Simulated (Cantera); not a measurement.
Feed: 1 mol MgO, 0.67 mol C, 0.07 mol CO, at 900 K and 20.0 Pa.

Cantera equilibrium calculation (NASA polynomials, part measured and part estimated; ideal gas, pure solids and liquids). Candidate condensed phases: C, Mg, MgCO₃, MgO; 15 gas species. Kinetics and transport are ignored.

Base state: CO 0.999, CO₂ 0.00111 (mole fractions); condensed: C(graphite) + MgO(s).

Q: What changes in the equilibrium state with this change: pressure from 20.0 Pa to 2.00 bar?

A: 
| species | before | after |
|---|---|---|
| CO₂ | 0.00111 | 0.742 |
| CO | 0.999 | 0.258 |
| C(graphite), mol | 0.670 | 0.700 |
| MgO(s), mol | 1.00 | 1.00 |

Q: What changes in the equilibrium state with this change: temperature from 900 K to 2025 K?

A: 
| species | before | after |
|---|---|---|
| CO | 0.999 | 0.489 |
| Mg | <1e-9 | 0.487 |
| CO₂ | 0.00111 | 0.0232 |
| O | <1e-9 | 0.000312 |
| MgO | <1e-9 | 0.000168 |
| O₂ | <1e-9 | 2.98e-5 |
| C(graphite), mol | 0.670 | 0 |
| MgO(s), mol | 1.00 | 0.296 |

Q: What changes in the equilibrium state with this change: pressure from 20.0 Pa to 82.0 Pa?

A: 
```json
[
 {"species": "CO", "before": "0.999", "after": "0.995"},
 {"species": "CO₂", "before": "0.00111", "after": "0.00454"},
 {"species": "C(graphite), mol", "before": "0.670", "after": "0.670"},
 {"species": "MgO(s), mol", "before": "1.00", "after": "1.00"}
]
```
